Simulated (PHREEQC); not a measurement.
1 kg of water holding 0.19 mol K2SO4, 0.13 mol NaCl, 0.04 mol MgSO4 and 0.021 mol Na2SO4 is evaporated at 5 °C; the solids stay in contact with the brine. CO2 from the air is kept out. Only these solids could form: Arcanite, Bischofite, Bloedite, Brucite, Carnallite, Epsomite, Glaserite, Halite, Hexahydrite, Kainite, Kieserite, Leonite, Mirabilite, Misenite, Schoenite, Sylvite, Thenardite, MgCl2_4H2O.

Model: Pitzer model, pitzer.dat, run in PHREEQC.

Question: Predict ionic strength at water left (kg) = 0.04761, 0.03564, 0.0293.

Answer: 
| water left (kg) | ionic strength |
|---|---|
| 0.04761 | 6.91 |
| 0.03564 | 7.61 |
| 0.0293 | 8.51 |

Away from 25 °C the constants follow the database's enthalpies or fits; those with neither stay at their 25 °C values.
